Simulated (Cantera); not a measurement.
What does this Cantera script print?

```python
import numpy as np
import cantera as ct

gas = ct.Solution("gri30.yaml")


def delay(T, t_max=10):
    gas.TPX = T, 98000, {'CH4': 1, 'CO': 0.29, 'O2': 1.43, 'N2': 5.38}
    reactor = ct.IdealGasConstPressureReactor(gas, clone=False)
    net = ct.ReactorNet([reactor])
    net.rtol, net.atol = 1e-8, 1e-16
    while net.time < t_max:
        t_old, T_old = net.time, reactor.T
        net.step()
        if reactor.T > T + 400:  # ignition: a rise of 400 K
            return t_old + (T + 400 - T_old) / (reactor.T - T_old) * (net.time - t_old)
    return np.nan


taus = []
for T in [1075, 1125, 1175, 1225, 1275, 1325, 1375]:
    taus.append(delay(T))
    print(f"T0 = {T:6g} K   tau = {taus[-1]:.4e} s")
```

Output:

```
T0 =   1075 K   tau = 5.8446e-01 s
T0 =   1125 K   tau = 2.4722e-01 s
T0 =   1175 K   tau = 1.0995e-01 s
T0 =   1225 K   tau = 5.1131e-02 s
T0 =   1275 K   tau = 2.4748e-02 s
T0 =   1325 K   tau = 1.2428e-02 s
T0 =   1375 K   tau = 6.4681e-03 s
```

Detailed kinetics in Cantera: GRI-Mech 3.0 (53 species, 325 reactions).
